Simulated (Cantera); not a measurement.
A closed system holds: 1 mol SiH4, 0.021 mol HCl, 220 mol H2, held at 1500 °C and 5.90 mbar.

Method: chemical equilibrium by Gibbs-energy minimisation in Cantera with the NASA 1993 tables (ideal gas, pure condensed phases). Candidate condensed phases: Si; 19 gas species. Gases not in the tables: Si2H6 and higher silanes. The numbers say what is thermodynamically allowed, not how fast it happens.

Base state: H2 0.996, H 0.00370, Si 0.000362, HCl 9.38e-5, SiH 3.42e-5, SiH2 2.46e-5 (mole fractions); condensed: Si(l).

Question: What changes in the equilibrium state with this change: SiH4 replaced by Si(CH3)4?

Answer: 
| species | before | after |
|---|---|---|
| H2 | 0.996 | 0.996 |
| H | 0.00370 | 0.00370 |
| C2H2 (acetylene) | 0 | 0.000140 |
| Si | 0.000362 | 7.69e-6 |
| SiH | 3.42e-5 | 7.28e-7 |
| SiH2 | 2.46e-5 | 5.23e-7 |
| HCl | 9.38e-5 | 9.25e-5 |
| Si(l), mol | 0.905 | 0 |
| C(graphite), mol | 0 | 2.94 |
| SiC(s), mol | 0 | 0.998 |
Further candidate phases: C, C6H6, C7H8, C8H18, SiC.
